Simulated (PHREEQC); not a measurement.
**Alkaline etch or developer**

Make-up at 25 °C: 0.0071 mol/kgw NH3 and 4.9e-07 mol/kgw H4SiO4. Closed to the air; pH follows from the charge balance.

All values are PHREEQC results (ion-association model, wateq4f.dat), not measurements.

This is a speciation only: nothing precipitates in the calculation.

### Question
What pH does the model give?

### Answer
pH 10.54.

### Question
In which forms is N present?

### Answer
NH3 95 %, NH4+ 5.0 % of the N.

Complexes and solids missing from the database can't appear.
